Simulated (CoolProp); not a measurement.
The fluid at 298.15 K and 0.00612 MPa is compressed adiabatically to 0.0166 MPa with isentropic efficiency 0.8. The same conditions are run with several fluids, on thermodynamics alone (safety and materials aside).

Values from CoolProp's reference Helmholtz-energy equation of state of each fluid (1,2-dichloroethane: Thol 2015; R245fa: Akasaka 2015; ammonia: Gao 2020; methanol: de Reuck 1993; R123: Younglove 1994).

```tsv
fluid	work (kJ/kg)	final temperature (K)	final density (kg/m³)
1,2-dichloroethane	32.7	___	___
R245fa	23.8	325.3	0.826
ammonia	204	___	0.0868
methanol	___	369.8	___
R123	___	___	0.933
```

Problem. Fill in the missing entries.

Solution. 
- 1,2-dichloroethane, final temperature (K): 337.2
- 1,2-dichloroethane, final density (kg/m³): 0.589
- ammonia, final temperature (K): 392.2
- methanol, work (kJ/kg): 105
- methanol, final density (kg/m³): 0.174
- R123, work (kJ/kg): 21.0
- R123, final temperature (K): 328.8
